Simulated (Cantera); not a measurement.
# Dilute partial oxidation

A perfectly stirred reactor is fed with C2H6 : O2 : N2 : CH4 = 0.011 : 0.0064 : 1 : 0.0012 (molar parts), at 10.0 bar; it is held at 925 K, and followed from long to short residence time.

Cantera simulation using GRI-Mech 3.0 (53 species, 325 reactions); the numbers are that mechanism's predictions, not measurements. GRI-Mech 3.0 stops at C3 and has no aromatics, soot or wall deposition, so with more carbon than oxygen in the feed, carbon stays in small species such as C2H2 where larger ones or solid carbon would form.

```tsv
τ (s)	x C2H6	x O2	x CH3	x CH2O	x CO	x C2H4
1.4	0.00377	0.000149	1.30e-7	0.000157	0.00326	0.00433
0.85	0.00396	0.000201	1.53e-7	0.000184	0.00322	0.00428
0.50	0.00417	0.000282	1.76e-7	0.000211	0.00311	0.00424
0.29	0.00439	0.000414	1.88e-7	0.000230	0.00289	0.00424
0.17	0.00465	0.000660	1.75e-7	0.000229	0.00252	0.00430
0.099	0.00529	0.00157	9.53e-8	0.000169	0.00163	0.00432
0.058	0.0108	0.00628	2.10e-10	3.67e-9	1.74e-11	1.19e-7
0.034	0.0108	0.00628	1.96e-10	1.17e-9	2.30e-12	4.33e-8
0.020	0.0108	0.00628	1.88e-10	4.22e-10	<1e-12	2.01e-8
0.012	0.0108	0.00628	1.83e-10	1.72e-10	<1e-12	1.07e-8
0.0068	0.0108	0.00628	1.79e-10	6.97e-11	<1e-12	5.63e-9
```
x: mole fraction; the columns are a selection and need not sum to one.
